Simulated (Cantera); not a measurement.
An adiabatic, constant-pressure homogeneous reactor starts with 14.1 % CH4, 0.479 % H2, 13.5 % O2, 50.8 % N2, 21.1 % H2O, at 1423 K and 0.987 atm.

Model: GRI-Mech 3.0 (53 species, 325 reactions), integrated in Cantera.

Problem. Predict: time of steepest temperature rise; temperature at 2.00 s; equilibrium temperature; x(H2) at 2.00 s; x(O2) at 2.00 s; x(HCO) at 2.00 s; x(NO) at 2.00 s.

Solution. 
```
Item                                                                 Value
---------------------------------  ---------------------------------------
time of steepest temperature rise                                  5.64 ms
temperature at 2.00 s                                               2210 K
equilibrium temperature                                             2210 K
x(H2) at 2.00 s                        0.164 (gas-phase equilibrium 0.164)
x(O2) at 2.00 s                    3.93e-6 (gas-phase equilibrium 3.93e-6)
x(HCO) at 2.00 s                   5.25e-8 (gas-phase equilibrium 5.25e-8)
x(NO) at 2.00 s                    4.20e-5 (gas-phase equilibrium 4.20e-5)
```
